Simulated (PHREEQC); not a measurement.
Dissolve 7.8 mmol/kgw H2SO4, 66 mmol/kgw Al2(SO4)3 and 96 mmol/kgw Fe2(SO4)3 at 20 °C. Closed to the air; pH follows from the charge balance.

The numbers come from PHREEQC with the ion-association model, phreeqc.dat.

This is a speciation only: nothing precipitates in the calculation.

Estimate the pH.

pH 2.33.

In which forms is S present?

FeSO4+ 26 %, Fe(SO4)2- 20 %, Al(SO4)2- 18 %, SO4-2 17 %, AlSO4+ 16 %, HSO4- 2.2 % of the S.

Examples of supersaturated solids here: Hematite (slow to form), Goethite (slow to form). Others may be too.
